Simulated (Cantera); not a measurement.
A perfectly stirred reactor is fed with NH₃ : N₂ = 1 : 8.5 (molar parts), at 0.0444 atm; it is held at 1775 K, and followed from long to short residence time.

Computed with Cantera and the gas-phase N/H chemistry of the illustrative SiF4/NH3 mechanism in the Surface Chemkin manual (1991). Walls and surfaces, which speed up NH3 decomposition in real reactors, are not modelled.

Predict: x(NH₃) at τ = 9.50 s; x(N₂H₂) at τ = 9.50 s; x(H) at τ = 9.50 s; x(NH) at τ = 9.50 s; x(NH₃) at τ = 43.0 ms; x(N₂H₄) at τ = 43.0 ms; x(N₂H₂) at τ = 43.0 ms; x(H) at τ = 43.0 ms; x(NH) at τ = 43.0 ms.


```
Item                     Result
----------------------  -------
x(NH₃) at τ = 9.50 s     0.0383
x(N₂H₂) at τ = 9.50 s   1.27e-7
x(H) at τ = 9.50 s      5.99e-5
x(NH) at τ = 9.50 s     2.02e-6
x(NH₃) at τ = 43.0 ms     0.104
x(N₂H₄) at τ = 43.0 ms  4.19e-9
x(N₂H₂) at τ = 43.0 ms  3.21e-7
x(H) at τ = 43.0 ms     7.96e-7
x(NH) at τ = 43.0 ms    1.03e-6
```
